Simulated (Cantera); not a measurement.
Thermodynamics of carbon deposition, reforming and gasification, feed C₃H₆ + CO₂

Input: 1 mol C₃H₆, 1.3 mol CO₂, at 1375 K and 5.60 bar.

Method: chemical equilibrium by Gibbs-energy minimisation in Cantera with the NASA 1993 tables (ideal gas, pure condensed phases). Candidate condensed phases: C, C₆H₆, C₇H₈, C₈H₁₈, H₂O; 110 gas species. The numbers say what is thermodynamically allowed, not how fast it happens.

| Quantity | Result |
|---|---|
| x(H₂) | 0.523 |
| x(CO) | 0.460 |
| x(CH₄) | 0.00763 |
| x(H₂O) | 0.00621 |
| x(CO₂) | 0.00264 |
| x(C₂H₄) | 3.04e-6 |
| x(H) | 1.05e-6 |
| n(C(graphite)) | 1.71 mol |
| gas amount | 5.509 mol |
